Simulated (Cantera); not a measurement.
Cantera with NASA thermochemical tables; ideal gases at 1 bar, condensed phases pure. Values are per mole of reaction as written; species without (g) are pure solids or liquids, kept so even where they would boil at 1 bar.

Between 300 and 2248 K, where is each reaction favourable under standard conditions?
- N(g) + 2 CO(g) ⇌ 2 C + NO₂(g)
- 2 NO(g) ⇌ 2 N(g) + O₂(g)
- 3 CO₂(g) ⇌ 3 C + 2 O₃(g)


- N(g) + 2 CO(g) ⇌ 2 C + NO₂(g): ΔG° is -128 kJ at 300 K and 458 kJ at 2248 K; it changes sign between 648 and 848 K. ΔH° is -203 kJ and ΔS° -294 J/K at 2248 K.
- 2 NO(g) ⇌ 2 N(g) + O₂(g): ΔG° is 736 kJ at 300 K and 534 kJ at 2248 K; it stays positive (K < 1). ΔH° is 779 kJ and ΔS° 109 J/K at 2248 K.
- 3 CO₂(g) ⇌ 3 C + 2 O₃(g): ΔG° is 1508 kJ at 300 K and 1774 kJ at 2248 K; it stays positive (K < 1). ΔH° is 1496 kJ and ΔS° -124 J/K at 2248 K.
